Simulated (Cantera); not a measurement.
A perfectly stirred reactor is fed with 3.01 % CH4, 94.0 % H2, 3.01 % H2O, at 100.0 Torr; it is held at 2150 K, and followed from long to short residence time.

Computed with Cantera and GRI-Mech 3.0 (53 species, 325 reactions).

x: mole fraction; the columns are a selection and need not sum to one.

```json
[
 {"τ (s)": "16", "x CH4": "0.000155", "x H2": "0.960", "x C2H": "2.54e-7", "x C2H6": "3.92e-10", "x C2H2": "0.000717"},
 {"τ (s)": "2.9", "x CH4": "0.000362", "x H2": "0.958", "x C2H": "5.70e-7", "x C2H6": "2.11e-9", "x C2H2": "0.00163"},
 {"τ (s)": "0.52", "x CH4": "___", "x H2": "0.956", "x C2H": "___", "x C2H6": "___", "x C2H2": "___"},
 {"τ (s)": "0.095", "x CH4": "0.00201", "x H2": "0.952", "x C2H": "2.13e-6", "x C2H6": "5.92e-8", "x C2H2": "0.00666"},
 {"τ (s)": "0.017", "x CH4": "0.00487", "x H2": "0.947", "x C2H": "2.63e-6", "x C2H6": "3.08e-7", "x C2H2": "0.00913"},
 {"τ (s)": "0.0031", "x CH4": "___", "x H2": "0.942", "x C2H": "___", "x C2H6": "___", "x C2H2": "___"},
 {"τ (s)": "0.00057", "x CH4": "0.0223", "x H2": "0.938", "x C2H": "4.02e-7", "x C2H6": "3.39e-6", "x C2H2": "0.00233"}
]
```

Problem. Complete the blanks.

Solution. 
- 0.52, x CH4: 0.000857
- 0.52, x C2H: 1.20e-6
- 0.52, x C2H6: 1.14e-8
- 0.52, x C2H2: 0.00354
- 0.0031, x CH4: 0.0116
- 0.0031, x C2H: 1.79e-6
- 0.0031, x C2H6: 1.42e-6
- 0.0031, x C2H2: 0.00737
